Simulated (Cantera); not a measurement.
Charge: 1 mol SO2, 0.16 mol H2O, equilibrated at 1 atm.

Equilibrium computed with Cantera from the NASA thermochemical tables; the gas is ideal and each condensed phase is pure. Candidate condensed phases: H2O, H2SO4, S; 19 gas species. The numbers say what is thermodynamically allowed, not how fast it happens.

x: gas mole fraction; nothing condenses.

```csv
T (K),x SO2,x H2O,x SO,x O2,x OH,x H2
1473,0.862,0.138,6.63e-5,8.46e-6,5.74e-6,6.17e-5
1573,0.862,0.138,0.000142,4.25e-5,2.00e-5,0.000101
1673,0.861,0.138,(withheld),(withheld),(withheld),(withheld)
1773,0.861,0.137,0.000662,0.000355,0.000138,0.000303
1873,0.860,0.137,0.00135,0.000760,0.000302,0.000512
1973,0.858,0.137,0.00258,0.00146,0.000602,0.000832
2073,0.854,0.136,0.00466,0.00262,0.00112,0.00129
2173,0.849,0.134,0.00799,0.00440,0.00196,0.00193
2273,0.841,0.132,0.0130,0.00705,0.00325,0.00277
2373,0.829,0.129,0.0203,0.0108,0.00513,0.00384
2473,0.812,0.125,0.0304,0.0159,0.00776,0.00513
2573,0.789,0.120,(withheld),(withheld),(withheld),(withheld)
2673,0.759,0.113,0.0610,0.0309,0.0157,0.00831
2773,0.721,0.104,0.0821,0.0410,0.0211,0.0100
```

What belongs in the gaps?


- 1673, x SO: 0.000309
- 1673, x O2: 0.000141
- 1673, x OH: 5.68e-5
- 1673, x H2: 0.000174
- 2573, x SO: 0.0438
- 2573, x O2: 0.0226
- 2573, x OH: 0.0113
- 2573, x H2: 0.00664
